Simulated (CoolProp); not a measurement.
Vapour-liquid equilibrium of cyclohexane (1) + n-heptane (2) at 261 kPa; x and y are mole fractions of (1).

Model: multi-fluid Helmholtz-energy mixture model, Zhou 2014 and Span 2003; pair parameters Bell 2016, in CoolProp.

```json
[
 {"x": "0.05", "bubble temperature, mixture model (°C)": "133.1", "bubble temperature, Raoult's law (°C)": "133.1", "y, mixture model": "0.072", "y, Raoult's law": "0.074"},
 {"x": "0.125", "bubble temperature, mixture model (°C)": "131.4", "bubble temperature, Raoult's law (°C)": "131.5", "y, mixture model": "0.175", "y, Raoult's law": "0.180"},
 {"x": "0.2", "bubble temperature, mixture model (°C)": "129.8", "bubble temperature, Raoult's law (°C)": "130.0", "y, mixture model": "0.272", "y, Raoult's law": "0.278"},
 {"x": "0.275", "bubble temperature, mixture model (°C)": "128.3", "bubble temperature, Raoult's law (°C)": "128.5", "y, mixture model": "(withheld)", "y, Raoult's law": "0.369"},
 {"x": "0.35", "bubble temperature, mixture model (°C)": "126.8", "bubble temperature, Raoult's law (°C)": "127.0", "y, mixture model": "0.447", "y, Raoult's law": "0.454"},
 {"x": "0.425", "bubble temperature, mixture model (°C)": "125.3", "bubble temperature, Raoult's law (°C)": "125.6", "y, mixture model": "0.526", "y, Raoult's law": "0.534"},
 {"x": "0.5", "bubble temperature, mixture model (°C)": "(withheld)", "bubble temperature, Raoult's law (°C)": "124.2", "y, mixture model": "0.600", "y, Raoult's law": "0.609"},
 {"x": "0.575", "bubble temperature, mixture model (°C)": "122.6", "bubble temperature, Raoult's law (°C)": "122.8", "y, mixture model": "0.669", "y, Raoult's law": "0.679"},
 {"x": "0.65", "bubble temperature, mixture model (°C)": "(withheld)", "bubble temperature, Raoult's law (°C)": "121.5", "y, mixture model": "0.735", "y, Raoult's law": "0.744"},
 {"x": "0.725", "bubble temperature, mixture model (°C)": "120.0", "bubble temperature, Raoult's law (°C)": "120.2", "y, mixture model": "0.797", "y, Raoult's law": "0.805"},
 {"x": "0.8", "bubble temperature, mixture model (°C)": "118.8", "bubble temperature, Raoult's law (°C)": "119.0", "y, mixture model": "(withheld)", "y, Raoult's law": "0.863"},
 {"x": "0.875", "bubble temperature, mixture model (°C)": "(withheld)", "bubble temperature, Raoult's law (°C)": "117.8", "y, mixture model": "0.912", "y, Raoult's law": "0.917"},
 {"x": "0.95", "bubble temperature, mixture model (°C)": "116.6", "bubble temperature, Raoult's law (°C)": "116.6", "y, mixture model": "(withheld)", "y, Raoult's law": "0.968"}
]
```

Q: Fill in the missing entries.

A: 
- 0.275, y, mixture model: 0.362
- 0.5, bubble temperature, mixture model (°C): 123.9
- 0.65, bubble temperature, mixture model (°C): 121.3
- 0.8, y, mixture model: 0.856
- 0.875, bubble temperature, mixture model (°C): 117.7
- 0.95, y, mixture model: 0.965

The largest gap from Raoult's law is -0.3 K in bubble temperature, at x = 0.5. No azeotrope shows between x = 0.05 and 0.95.

Pair parameters are fitted to limited data, so mixtures are less certain than the pure fluids.
